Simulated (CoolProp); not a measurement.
n-nonane along the isobar 0.101 MPa: Z from the reference equation and from simpler models built on Tc = 594.5 K, pc = 2.282 MPa, ω = 0.443; each cubic takes its own stable root.

Model: reference Helmholtz-energy equation of state, Lemmon 2006, in CoolProp. It is a short technical equation, of lower accuracy than the large ones.

| T (K) | phase | reference | van der Waals | Redlich-Kwong |
|---|---|---|---|---|
| 257.4 | liquid | 0.008112 | 0.01505 | (withheld) |
| 272.9 | liquid | 0.007778 | 0.01438 | 0.009667 |
| 288.5 | liquid | 0.007483 | 0.01380 | 0.009284 |
| 304 | liquid | 0.007224 | 0.01329 | 0.008953 |
| 319.6 | liquid | (withheld) | (withheld) | (withheld) |
| 335.1 | liquid | 0.006790 | 0.9485 | 0.008416 |
| 350.6 | liquid | 0.006611 | 0.9536 | (withheld) |
| 366.2 | liquid | 0.006453 | 0.9581 | 0.008021 |

Task: Complete the blanks.

Result: 
- 257.4, Redlich-Kwong: 0.01011
- 319.6, reference: 0.006993
- 319.6, van der Waals: 0.9425
- 319.6, Redlich-Kwong: 0.008664
- 350.6, Redlich-Kwong: 0.008203

At some of these states van der Waals gives the other phase, because its saturation line lies elsewhere.
